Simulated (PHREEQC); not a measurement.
A made-up water analysis in mg/kgw, 80 °C, pH 3.77, pe 10.5: Na 307; K 19.8; Ca 245; Mg 163; Cl 209; S(6) as SO4 1680; Al 7.44; Cd 24.6; N(5) as NO3 17.8; Zn 18.1.

Valence states are taken as typed.

Computed with PHREEQC (ion-association model, wateq4f.dat).

Each row changes one thing in this solution. No solid was allowed to form.

```csv
case,ionic strength (mol/kgw),SO4-2 (mol/kgw),MgSO4 (mol/kgw),Ca+2 (mol/kgw),Mg+2 (mol/kgw),CaSO4 (mol/kgw),SI of Gypsum (CaSO4:2H2O),SI of Gibbsite (Al(OH)3)
as made,0.0438,0.00989,0.00407,0.00381,0.00263,0.00229,-0.38,+0.57
temperature from 80 to 55 °C at the same typed pH,…,0.0107,0.00347,…,0.00324,0.00221,-0.42,-0.40
Ca from 245 to 735 mg/kgw,0.0599,0.00793,…,0.0131,0.00330,…,-0.03,…
```

Fill in the missing entries.


- temperature from 80 to 55 °C at the same typed pH, ionic strength (mol/kgw): 0.0468
- temperature from 80 to 55 °C at the same typed pH, Ca+2 (mol/kgw): 0.00389
- Ca from 245 to 735 mg/kgw, MgSO4 (mol/kgw): 0.00340
- Ca from 245 to 735 mg/kgw, CaSO4 (mol/kgw): 0.00520
- Ca from 245 to 735 mg/kgw, SI of Gibbsite (Al(OH)3): +0.67

Some of these states are supersaturated (in Boehmite (slow to form), Gibbsite (slow to form), for instance). Away from 25 °C the constants follow the database's enthalpies or fits; those with neither stay at their 25 °C values.
